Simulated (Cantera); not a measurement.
An adiabatic, constant-volume homogeneous reactor starts with 11.6 % CH₄, 5.68 % H₂, 17.4 % O₂, 65.3 % N₂, at 1100 K and 9.87 atm.

Detailed kinetics in Cantera: GRI-Mech 3.0 (53 species, 325 reactions).

Task: Predict: time of steepest temperature rise; temperature at 0.300 s; equilibrium temperature; x(H₂) at 0.300 s; x(O₂) at 0.300 s.

Result: 
```json
{
 "time_of_steepest_temperature_rise": "1.29 ms",
 "temperature at 0.300 s": "2893 K",
 "equilibrium_temperature": "2893 K",
 "x(H₂) at 0.300 s": "0.0806 (gas-phase equilibrium 0.0806)",
 "x(O₂) at 0.300 s": "0.000182 (gas-phase equilibrium 0.000182)"
}
```
